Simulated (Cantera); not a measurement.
An isothermal, constant-pressure homogeneous reactor starts with NH3 : H2 = 1 : 10 (molar parts), at 2173 K and 1.38 atm.

Cantera simulation using the gas-phase N/H chemistry of the illustrative SiF4/NH3 mechanism in the Surface Chemkin manual (1991); the numbers are that mechanism's predictions, not measurements. Walls and surfaces, which speed up NH3 decomposition in real reactors, are not modelled.

x: mole fraction; the columns are a selection and need not sum to one.

```
t (s)          x NH3   x H2     x N2    x N2H4        x NH      x H       x NH2
--------  ----------  -----  -------  --------  ----------  -------  ----------
0.000100      0.0903  0.908  6.24e-5   2.13e-8     1.09e-5  0.00113    0.000345
0.000305      0.0879  0.909  0.00109   4.39e-8     2.30e-5  0.00167    0.000496
0.000932      0.0798  0.913  0.00482   3.89e-8     2.25e-5  0.00174    0.000467
0.00285       0.0598  0.924   0.0140   2.61e-8     2.02e-5  0.00192    0.000382
0.00869       0.0265  0.941   0.0294   8.23e-9     1.45e-5  0.00249    0.000215
0.0265       0.00430  0.952   0.0396  4.67e-10     5.13e-6  0.00370     5.12e-5
0.0809      0.000760  0.954   0.0412  1.70e-11     1.06e-6  0.00399     9.78e-6
0.247       0.000208  0.954   0.0415  1.28e-12     2.92e-7  0.00401     2.69e-6
0.754     (withheld)  0.954   0.0416    <1e-12  (withheld)  0.00401  (withheld)
2.30      (withheld)  0.954   0.0416    <1e-12  (withheld)  0.00401  (withheld)
7.03         7.58e-6  0.954   0.0416    <1e-12     1.07e-8  0.00401     9.79e-8
21.5         4.31e-6  0.954   0.0416    <1e-12     6.06e-9  0.00401     5.56e-8
65.5         4.10e-6  0.954   0.0416    <1e-12     5.77e-9  0.00401     5.30e-8
200          4.10e-6  0.954   0.0416    <1e-12     5.77e-9  0.00401     5.30e-8
```

Question: What belongs in the gaps?

Answer: 
- 0.754, x NH3: 6.47e-5
- 0.754, x NH: 9.08e-8
- 0.754, x NH2: 8.35e-7
- 2.30, x NH3: 2.11e-5
- 2.30, x NH: 2.96e-8
- 2.30, x NH2: 2.72e-7
